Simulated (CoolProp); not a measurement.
The fluid at 298.15 K and 0.676 MPa flows at 0.23 m/s in a round tube of 20 mm bore and 15 µm roughness, fully developed (64/Re and Nu = 3.66 if laminar; Colebrook and Gnielinski if turbulent). The same conditions are run with several fluids, on thermodynamics alone (safety and materials aside).

Computed with CoolProp (reference Helmholtz-energy equation of state of each fluid (methanol: de Reuck 1993; n-heptane: Span 2003; R123: Younglove 1994; R245fa: Akasaka 2015; R124: de Vries 1995)).

Task: Rank methanol, n-heptane, R123, R245fa, R124 by Reynolds number, highest first.

Result: R124 (25000), R123 (16000), R245fa (15500), n-heptane (7970), methanol (6630)

```csv
fluid,Darcy friction factor,pressure drop (Pa/m),heat-transfer coefficient (W/(m² K)),mass flow (kg/h)
methanol,0.0355,36.9,536,205
n-heptane,0.0338,30.4,399,177
R123,0.0288,55.7,439,381
R245fa,0.0290,51.3,515,349
R124,0.0263,47.1,526,353
```

Transport values come from each fluid's own correlations; those of R245fa, R124 are estimates that may be off by 10 % or more.
